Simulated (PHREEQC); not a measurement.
Dissolve 0.085 mol MgCl2 and 6.8e-05 mol Na2SO4 per kg of water at 25 °C. Closed to the air; pH follows from the charge balance.

Model: Pitzer model, pitzer.dat, run in PHREEQC.

```json
[
 {"quantity": "HSO4- (mol/kgw)", "before": "2.75e-10", "after": "6.19e-10"},
 {"quantity": "SI of Mirabilite (Na2SO4:10H2O)", "before": "-11.80", "after": "-10.70"},
 {"quantity": "SI of Thenardite (Na2SO4)", "before": "-12.72", "after": "-11.64"}
]
```

**Question.** What was changed between the two runs?
A. MgCl2 from 0.085 to 0.0935 mol/kgw
B. MgCl2 left out
C. Na2SO4 from 6.8e-05 to 7.48e-05 mol/kgw
D. MgCl2 from 0.085 to 0.0425 mol/kgw
E. MgCl2 from 0.085 to 0.17 mol/kgw

**Answer.** B, MgCl2 left out

Precipitation was switched off in this run.
